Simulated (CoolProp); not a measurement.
Aqueous potassium carbonate as a coolant, 12 % by mass, freezing at -4.5 °C, 1 atm.

The numbers come from the Melinder's fits for secondary coolants in CoolProp.

```csv
T (°C),Prandtl number,cp (kJ/(kg K)),viscosity (mPa s),density (kg/m³)
0,14.5,3.581,(withheld),1116
6.6,11.8,3.592,1.85,(withheld)
13.2,9.82,3.604,1.57,1113
19.7,8.33,3.616,1.35,1110
26.3,7.13,3.628,(withheld),1108
32.8,6.17,3.639,1.03,(withheld)
```

Q: Fill in the missing entries.

A: 
- 0, viscosity (mPa s): 2.24
- 6.6, density (kg/m³): 1115
- 26.3, viscosity (mPa s): 1.17
- 32.8, density (kg/m³): 1105
